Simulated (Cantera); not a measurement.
## Thermodynamics of fluorocarbon and chlorocarbon gases, feed c-C4F8

Feed: 1 mol c-C4F8, held at 1675 K.

Cantera equilibrium calculation (NASA polynomials, part measured and part estimated; ideal gas, pure solids and liquids). Candidate condensed phases: C; 13 gas species. The feed counts by its element totals alone. Gases not in the tables: C2F6 and larger saturated fluorocarbons. Kinetics and transport are ignored.

```
P (Pa)  log p CF4  log p F  log p CF2  log p CF3  log p CF  log p C2F4  n C(graphite)
------  ---------  -------  ---------  ---------  --------  ----------  -------------
1           -5.14    -5.84      -5.92      -7.53     -9.01      -11.76           1.94
5.20        -4.33    -5.64      -5.52      -6.93     -8.81      -10.96           1.96
27          -3.59    -5.45      -5.15      -6.37     -8.62      -10.21           1.98
140         -2.86    -5.27      -4.79      -5.83     -8.44       -9.49           1.99
720         -2.15    -5.09      -4.43      -5.29     -8.26       -8.77           2.00
3700        -1.43    -4.91      -4.07      -4.75     -8.08       -8.06           2.00
19000       -0.72    -4.73      -3.72      -4.22     -7.91       -7.35           2.00
100000       0.00    -4.55      -3.36      -3.68     -7.73       -6.63           2.00
```
log p: log10 of the partial pressure in bar; n: condensed amount in mol.

From 1.00e-5 bar to 1.00 bar the condensed part is C(graphite). The main C-bearing gas is CF4 throughout.
